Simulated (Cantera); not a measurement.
# Halide evaporation, hydrolysis and transport: CaF2 + O2 + N2 + H2

Feed: 1 mol CaF2, 0.057 mol O2, 19 mol N2, 1.5 mol H2, equilibrated at 0.250 Pa.

These are equilibrium values from Cantera (NASA tables, ideal gas, pure condensed phases), not measurements of a reactor. Candidate condensed phases: Ca, CaF2, CaO, Ca(OH)2, H2O; 47 gas species. Mutual solubility and eutectic melting of coexisting phases are not modelled. Kinetics and transport are ignored.

```csv
T (K),log p N2,log p H,log p H2,log p HF,log p CaF2,log p Ca,log p CaF,n CaF2(s),n CaO(s)
1025,-5.64,-11.75,-6.77,-8.05,-12.36,<-17,-16.69,0.964,0.0364
1125,-5.64,-10.74,-6.77,-7.66,-10.45,-16.29,-14.09,0.911,0.0891
1225,-5.64,-9.89,-6.77,-7.57,-8.86,-13.33,-11.71,0.878,0.111
1325,-5.64,-9.18,-6.78,-7.56,-7.53,-10.70,-9.63,0.637,0.114
1425,-5.66,-8.57,-6.80,-7.51,-7.00,-9.16,-8.52,0,0.114
1525,-5.66,-8.04,-6.83,-7.39,-7.04,-8.47,-8.12,0,0.112
1625,-5.66,-7.59,-6.89,-7.24,-7.10,-8.02,-7.87,0,0.106
1725,-5.67,-7.23,-7.00,-7.11,-7.19,-7.72,-7.70,0,0.0828
1825,-5.67,-6.97,-7.23,-7.04,-7.27,-7.49,-7.59,0,0.000804
1925,-5.68,-6.79,-7.55,-6.98,-7.36,-7.42,-7.55,0,0
2025,-5.69,-6.71,-7.99,-6.96,-7.41,-7.40,-7.53,0,0
2125,-5.69,-6.68,-8.47,-6.97,-7.43,-7.40,-7.50,0,0
```
log p: log10 of the partial pressure in bar; n: condensed amount in mol.

From 1025 K to 1325 K the condensed part is CaF2(s) + CaO(s). From 1425 K to 1825 K the condensed part is CaO(s). From 1925 K to 2125 K nothing is condensed. The main Ca-bearing gas is CaF2 at 1025 K and Ca at 2125 K.
